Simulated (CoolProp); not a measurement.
Vapour-liquid equilibrium of R13 (1) + R11 (2) at 0.0414 MPa; x and y are mole fractions of (1).

The numbers come from the multi-fluid Helmholtz-energy mixture model, Platzer 1990 and Jacobsen 1992; pair parameters Bell 2016 in CoolProp. This equation is an older, rougher fit; its heat capacities, sound speeds and derivatives of the liquid may be far off and weren't checked against measurements.

```tsv
x	bubble temperature (°C)	y at the bubble point	dew temperature at overall composition x (°C)	liquid density (mol/L)
0.05	-49.9	0.937	-0.5	12.06
0.2	-79.1	0.995	-4.4	12.87
0.35	-86.5	0.998	-9.0	13.36
0.5	-89.9	0.999	-14.5	13.79
0.65	-92.1	0.999	-21.5	14.20
0.8	-93.9	0.999	-31.7	14.59
0.95	-95.9	1.000	-53.1	14.97
```

No azeotrope shows between x = 0.05 and 0.95.

The pair parameters rest on a limited set of measurements; away from them the model extrapolates. With so large a gap from Raoult's law the liquid may split in two, which this calculation doesn't test in full.
